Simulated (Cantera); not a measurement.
An isothermal, constant-pressure homogeneous reactor starts with C2H4 : H2 = 1 : 43 (molar parts), at 1300 K and 0.00260 bar. Integrator tolerance rtol = 1e-08.

Computed with Cantera and GRI-Mech 3.0 (53 species, 325 reactions). GRI-Mech 3.0 was tuned for natural gas; its chemistry of ethylene as a main component is partial and can be far from experiment. GRI-Mech 3.0 stops at C3 and has no aromatics, soot or wall deposition, so with more carbon than oxygen in the feed, carbon stays in small species such as C2H2 where larger ones or solid carbon would form. Radical loss at walls, strong at low pressure, is not modelled.

Task: What does this change do: C2H4 1 to 6.9 parts?

Result: 
```tsv
quantity	before	after
x(C2H4) at 100 s	0.000599 (gas-phase equilibrium 0.000146)	0.00295 (gas-phase equilibrium 0.000761)
x(H2) at 100 s	0.978 (gas-phase equilibrium 0.976)	0.878 (gas-phase equilibrium 0.874)
x(C2H6) at 100 s	4.56e-8 (gas-phase equilibrium 1.87e-8)	2.12e-7 (gas-phase equilibrium 8.69e-8)
x(CH2) at 100 s	<1e-12 (gas-phase equilibrium 2.15e-11)	1.01e-12 (gas-phase equilibrium 4.89e-11)
x(C2H2) at 100 s	0.0216 (gas-phase equilibrium 0.0203)	0.119 (gas-phase equilibrium 0.118)
x(CH4) at 100 s	4.95e-5 (gas-phase equilibrium 0.00366)	0.000247 (gas-phase equilibrium 0.00747)
x(H) at 100 s	1.07e-5 (gas-phase equilibrium 2.16e-5)	1.18e-5 (gas-phase equilibrium 2.04e-5)
```

Task: What does this change do: temperature 1300 to 1250 K?

Result: 
| quantity | before | after |
|---|---|---|
| x(C2H4) at 100 s | 0.000599 (gas-phase equilibrium 0.000146) | 0.00508 (gas-phase equilibrium 0.000265) |
| x(H2) at 100 s | 0.978 (gas-phase equilibrium 0.976) | 0.978 (gas-phase equilibrium 0.974) |
| x(C2H6) at 100 s | 4.56e-8 (gas-phase equilibrium 1.87e-8) | 6.98e-7 (gas-phase equilibrium 5.74e-8) |
| x(CH2) at 100 s | <1e-12 (gas-phase equilibrium 2.15e-11) | <1e-12 (gas-phase equilibrium 7.41e-12) |
| x(C2H2) at 100 s | 0.0216 (gas-phase equilibrium 0.0203) | 0.0172 (gas-phase equilibrium 0.0185) |
| x(CH4) at 100 s | 4.95e-5 (gas-phase equilibrium 0.00366) | 7.15e-5 (gas-phase equilibrium 0.00734) |
| x(H) at 100 s | 1.07e-5 (gas-phase equilibrium 2.16e-5) | 4.67e-6 (gas-phase equilibrium 9.42e-6) |
